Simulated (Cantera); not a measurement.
What does this Cantera script print?

```python
import numpy as np
import cantera as ct

gas = ct.Solution("h2o2.yaml")
gas.TPX = 1473, 1700, {'H2': 0.18, 'O2': 1}
reactor = ct.IdealGasConstPressureReactor(gas, energy="off", clone=False)
net = ct.ReactorNet([reactor])
net.rtol, net.atol = 1e-08, 1e-18
show = ['H2', 'O2', 'H', 'OH', 'H2O', 'HO2', 'H2O2']
times = np.geomspace(3e-06, 10, 12)

steps = ct.SolutionArray(gas, extra=["t"])
rows = []
print(f"{'t/s':>10s}{'T/K':>9s}{'P/Pa':>11s}" + "".join(f"{s:>11s}" for s in show))
for t in times:
    while net.time < t:
        t_next = net.step()
        steps.append(gas.state, t=t_next)
    rows.append([np.interp(t, steps.t, y) for y in (steps.T, steps.P, *steps(*show).X.T)])
    print(f"{t:10.3e}{rows[-1][0]:9.1f}{rows[-1][1]:11.4g}" + "".join(f"{x:11.3e}" for x in rows[-1][2:]))
rate = np.gradient(steps.T, steps.t)
print("integrator steps:", len(steps.t))
if steps.T.max() > steps.T[0] + 200:
    print(f"time of steepest temperature rise: {steps.t[rate.argmax()]:.4e} s")
gas.TPX = 1473, 1700, {'H2': 0.18, 'O2': 1}
gas.equilibrate("TP")
print(f"equilibrium (TP): T = {gas.T:.1f} K  " + "  ".join(f"{s} {gas[s].X[0]:.3e}" for s in show))
```

It prints:

```
       t/s      T/K       P/Pa         H2         O2          H         OH        H2O        HO2       H2O2
 3.000e-06   1473.0       1700  1.525e-01  8.475e-01  2.760e-08  2.805e-09  2.490e-10  3.019e-08  5.145e-12
 1.175e-05   1473.0       1700  1.525e-01  8.475e-01  9.516e-08  3.345e-08  1.222e-08  1.182e-07  7.824e-11
 4.604e-05   1473.0       1700  1.525e-01  8.475e-01  5.481e-07  4.035e-07  5.426e-07  4.623e-07  1.162e-09
 1.803e-04   1473.0       1700  1.523e-01  8.473e-01  8.448e-05  7.078e-05  1.650e-04  1.827e-06  1.565e-08
 7.064e-04   1473.0       1700  6.471e-03  7.388e-01  3.484e-02  1.731e-02  1.202e-01  4.949e-06  1.553e-07
 2.767e-03   1473.0       1700  5.919e-03  7.474e-01  3.021e-02  1.669e-02  1.246e-01  4.979e-06  1.554e-07
 1.084e-02   1473.0       1700  4.327e-03  7.747e-01  1.743e-02  1.452e-02  1.375e-01  4.919e-06  1.528e-07
 4.247e-02   1473.0       1700  1.337e-03  8.166e-01  2.701e-03  8.276e-03  1.563e-01  3.447e-06  1.068e-07
 1.664e-01   1473.0       1700  1.344e-04  8.323e-01  8.317e-05  2.649e-03  1.634e-01  8.293e-07  3.571e-08
 6.517e-01   1473.0       1700  1.315e-05  8.344e-01  2.540e-06  8.313e-04  1.647e-01  1.870e-07  9.252e-09
 2.553e+00   1473.0       1700  2.470e-06  8.347e-01  2.074e-07  3.607e-04  1.649e-01  1.897e-07  3.804e-09
 1.000e+01   1473.0       1700  1.826e-06  8.347e-01  1.321e-07  3.103e-04  1.650e-01  2.082e-07  3.483e-09
integrator steps: 1720
equilibrium (TP): T = 1473.0 K  H2 1.826e-06  O2 8.347e-01  H 1.320e-07  OH 3.102e-04  H2O 1.650e-01  HO2 2.082e-07  H2O2 3.483e-09
```

Detailed kinetics in Cantera: the H2/O2 subset of GRI-Mech 3.0, which has no nitrogen chemistry. Radical loss at walls, strong at low pressure, is not modelled. The temperature is held fixed by assumption; the heat of reaction is taken as removed at once.
